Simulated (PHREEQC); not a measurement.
Dissolve 0.056 mol/kgw ZnSO4 at 25 °C. Closed to the air; pH follows from the charge balance.

The numbers come from PHREEQC with the ion-association model, wateq4f.dat.

The pH is 5.58. The ionic strength is 0.117 mol/kgw.

```tsv
species	molality	activity	log γ
Zn+2	0.0292	0.0112	-0.417
SO4-2	0.0246	0.00872	-0.451
ZnSO4	0.0223	0.0229	0.012
Zn(SO4)2-2	0.00455	0.00162	-0.448
ZnOH+	6.05e-6	4.68e-6	-0.112
H+	3.20e-6	2.62e-6	-0.087
HSO4-	2.90e-6	2.22e-6	-0.116
```

No solid was allowed to form.
